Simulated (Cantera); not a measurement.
A Cantera script and what it prints.

```python
import numpy as np
import cantera as ct

gas_names = [...]  # 109 gases of nasa_gas.yaml made of C, Cl, H, Si
cond_names = """
    C(gr) C6H6(L) C7H8(L) C8H18(L),n-octa Si(cr) Si(L) SiC(b)
""".split()


# ... load() reads the species with a 1 bar reference pressure and builds the phases ...
atoms = {
    'SiHCl3': {'Si': 1, 'H': 1, 'CL': 3},
    'C3H8': {'C': 3, 'H': 8},
    'H2': {'H': 2},
}
top_T = {'C(gr)': 4500, 'SiC(b)': 3050}  # K; cautious upper limits of use, not melting points


# ... equilibrate(T, P, feed) seeds the gas with the atoms and calls Mixture.equilibrate('TP', solver="vcs", rtol=1e-11, max_steps=5000) ...
results = []
feed = {'SiHCl3': 1, 'C3H8': 0.0061, 'H2': 360}  # mol
P = 11000  # Pa
for T in [925, 1075, 1225, 1375, 1525, 1675, 1825, 1975, 2125, 2275, 2425, 2575]:
    mix = equilibrate(T, P, feed)
    results.append((T, P, feed, dict(zip(mix.species_names, mix.species_moles))))

top = {s: max(r[3][s] / sum(r[3][g] for g in gas_names) for r in results) for s in gas_names}
cols = sorted((s for s in top if top[s] > 1e-06), key=lambda s: -top[s])[:5]
seen = [c for c in cond_names if any(r[3].get(c, 0) > 1e-12 for r in results)]
print("log10 of partial pressures in bar; condensed amounts in mol")
print(f"{'T/K':>10s}" + "".join(f"{s[:9]:>10s}" for s in cols + seen))
for T, P, feed, n in results:
    ng = sum(n[g] for g in gas_names)
    print(f"{T:10.4g}" + "".join(f"{np.log10(max(n[s] / ng * P / 1e5, 1e-99)):10.3f}" for s in cols)
          + "".join(f"{n.get(c, 0):10.4g}" for c in seen))
```

Result:

```
log10 of partial pressures in bar; condensed amounts in mol
       T/K        H2         H       HCL        Si    SiHCL3    Si(cr)     Si(L)    SiC(b)
       925    -0.961   -10.065    -3.481   -17.649    -4.057    0.4111         0   0.01659
      1075    -0.962    -8.314    -3.120   -14.120    -4.660    0.8117         0   0.01703
      1225    -0.962    -6.987    -3.062   -11.461    -5.755    0.9136         0   0.01729
      1375    -0.962    -5.946    -3.061    -9.387    -6.736     0.914         0   0.01747
      1525    -0.962    -5.107    -3.063    -7.724    -7.529    0.9065         0   0.01758
      1675    -0.962    -4.416    -3.065    -6.363    -8.180    0.8941         0   0.01765
      1825    -0.963    -3.838    -3.062    -5.342    -8.821         0     0.878   0.01724
      1975    -0.964    -3.346    -3.061    -4.490    -9.380         0    0.7473   0.01354
      2125    -0.968    -2.924    -3.065    -3.760    -9.869         0    0.1301         0
      2275    -0.974    -2.558    -3.062    -3.624   -10.765         0         0         0
      2425    -0.987    -2.241    -3.073    -3.593   -11.671         0         0         0
      2575    -1.009    -1.965    -3.097    -3.583   -12.522         0         0         0
```

Equilibrium computed with Cantera from the NASA thermochemical tables; the gas is ideal and each condensed phase is pure. Mutual solubility and eutectic melting of coexisting phases are not modelled. The tables' values for SiCl, SiCl3 are old estimates; treat these amounts as uncertain. Gases not in the tables: Si2H6 and higher silanes.
